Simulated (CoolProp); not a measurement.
Octamethyltrisiloxane (MDM) at 468.44 K and 0.147 MPa is compressed adiabatically to 1.09 MPa with isentropic efficiency 0.75. Each further row changes one setting.

Values from CoolProp's reference Helmholtz-energy equation of state, Thol 2017.

```csv
case,work (kJ/kg),final temperature (K),final density (kg/m³)
as stated,?,537.5,?
efficiency 1,20.9,534.8,?
efficiency 0.65,32.1,?,481
```

Some entries are withheld; supply them.


- as stated, work (kJ/kg): 27.9
- as stated, final density (kg/m³): 486
- efficiency 1, final density (kg/m³): 495
- efficiency 0.65, final temperature (K): 539.1
